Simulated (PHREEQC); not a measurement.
Consider water at 5.7 °C with 0.13 mol/kgw ZnCl2, 0.0065 mol/kgw NaOH and 0.082 mol/kgw HCl. Closed to the air; pH follows from the charge balance.

Equilibrium calculation in PHREEQC: ion-association model, wateq4f.dat.

**Question.** The ionic strength comes out as 0.444 mol/kgw. What activity coefficients do ZnCl+, ZnCl3-, H+, ZnCl4-2, Cl- get?

**Answer.** ZnCl+ 0.67, ZnCl3- 0.67, H+ 0.77, ZnCl4-2 0.23, Cl- 0.66.

Precipitation was switched off in this run. At this temperature some constants are extrapolated from 25 °C, and those without enthalpy data are left unchanged.
